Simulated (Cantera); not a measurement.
Cantera run, input and output.

```python
import numpy as np
import cantera as ct

gas = ct.Solution("gri30.yaml")
gas.TPX = 1800, 101325, {'CH4': 1, 'N2': 2.3}
inlet = ct.Reservoir(gas, clone=True)

reactor = ct.IdealGasConstPressureReactor(gas, energy="off", clone=False)
exhaust = ct.Reservoir(gas, clone=True)
tau = [0.6, 0.24, 0.094, 0.037, 0.015, 0.0058, 0.0023, 0.00092, 0.00036][0]
for a, b in ((inlet, reactor), (reactor, exhaust)):
    ct.MassFlowController(a, b, mdot=lambda t: reactor.mass / tau)
net = ct.ReactorNet([reactor])
show = ['CH4', 'C2H', 'HCN', 'H', 'C2H4']

rows = []
print(f"{'tau/s':>10s}{'T/K':>9s}" + "".join(f"{s:>11s}" for s in show))
for tau in [0.6, 0.24, 0.094, 0.037, 0.015, 0.0058, 0.0023, 0.00092, 0.00036]:
    net.initial_time = 0.0
    net.advance(30 * tau)
    before = gas.X
    net.advance(40 * tau)
    drift = np.max(np.abs(gas.X - before) / (gas.X + 1e-9))
    rows.append([gas.T, *gas[show].X, drift])
    print(f"{tau:10.3e}{gas.T:9.1f}" + "".join(f"{x:11.3e}" for x in gas[show].X))
```

Output:

```
     tau/s      T/K        CH4        C2H        HCN          H       C2H4
 6.000e-01   1800.0  1.442e-02  5.735e-07  6.071e-06  1.978e-04  8.922e-04
 2.400e-01   1800.0  2.238e-02  5.493e-07  3.501e-06  1.895e-04  8.964e-04
 9.400e-02   1800.0  3.547e-02  5.129e-07  2.016e-06  1.771e-04  9.511e-04
 3.700e-02   1800.0  5.578e-02  4.624e-07  1.134e-06  1.601e-04  1.153e-03
 1.500e-02   1800.0  8.459e-02  3.984e-07  6.132e-07  1.388e-04  1.690e-03
 5.800e-03   1800.0  1.253e-01  3.158e-07  2.926e-07  1.121e-04  2.989e-03
 2.300e-03   1800.0  1.721e-01  2.241e-07  1.255e-07  8.374e-05  5.281e-03
 9.200e-04   1800.0  2.190e-01  1.292e-07  4.453e-08  5.539e-05  7.875e-03
 3.600e-04   1800.0  2.609e-01  4.662e-08  1.029e-08  2.895e-05  7.730e-03
```

Computed with Cantera and GRI-Mech 3.0 (53 species, 325 reactions). GRI-Mech 3.0 stops at C3 and has no aromatics, soot or wall deposition, so with more carbon than oxygen in the feed, carbon stays in small species such as C2H2 where larger ones or solid carbon would form.
